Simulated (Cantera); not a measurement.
## Thermodynamics of silicon etching in halogen gases, feed Si + HCl

Input: 1 mol Si, 11 mol HCl, held at 1.20 Torr.

Method: chemical equilibrium by Gibbs-energy minimisation in Cantera with the NASA 1993 tables (ideal gas, pure condensed phases). Candidate condensed phases: Si; 19 gas species. The tables' values for SiCl₃ are old estimates; treat these amounts as uncertain. Rates play no part.

From 527 °C to 1027 °C nothing is condensed. The main Si-bearing gas is SiCl₄ throughout.

```csv
T (°C),x HCl,x H₂,x SiCl₄,x SiCl₂,x SiCl₃,x SiHCl₃,x Cl,x H
527,0.700,0.200,0.1000,1.11e-9,1.00e-6,2.58e-5,1.17e-10,3.24e-11
577,0.700,0.200,0.0999,1.60e-8,4.74e-6,4.74e-5,8.05e-10,2.29e-10
627,0.700,0.200,0.0999,1.69e-7,1.88e-5,8.10e-5,4.47e-9,1.31e-9
677,0.700,0.200,0.0998,1.39e-6,6.46e-5,0.000131,2.07e-8,6.22e-9
727,0.700,0.200,0.0996,9.22e-6,0.000195,0.000200,8.28e-8,2.54e-8
777,0.701,0.199,0.0991,5.05e-5,0.000526,0.000293,2.90e-7,9.05e-8
827,0.702,0.199,0.0980,0.000234,0.00128,0.000409,9.12e-7,2.88e-7
877,0.704,0.197,0.0955,0.000919,0.00283,0.000542,2.61e-6,8.27e-7
927,0.708,0.192,0.0901,0.00304,0.00559,0.000666,6.91e-6,2.16e-6
977,0.718,0.184,0.0802,0.00822,0.00959,0.000730,1.73e-5,5.18e-6
1027,0.733,0.170,0.0653,0.0177,0.0139,0.000689,4.15e-5,1.14e-5
```
x: gas mole fraction; nothing condenses.
